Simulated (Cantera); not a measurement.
Gas mixture: 18.2 % CO₂, 8.26 % H₂, 73.6 % H₂O, at 0.0470 bar, frozen composition.

Cantera's kinetic-theory transport with the Lennard-Jones parameters of GRI-Mech 3.0, ideal gas; thermal conductivity in the multicomponent form. Polar gases are described roughly by these parameters.

One state of this run: ρ (kg/m³) = 0.00734; cp (J/kg/K) = 2304; μ (µPa s) = 58.4; λ (mW/m/K) = 213; Pr = 0.633; D (cm²/s) NO = 98.1; D (cm²/s) NH₃ = 116; D (cm²/s) O = 156. D: mixture-averaged diffusion coefficient of that species in the mixture.

Question: Which value of T (K) does it belong to?
(A) 1150
(B) 900
(C) 650
(D) 1650

Answer: D, 1650
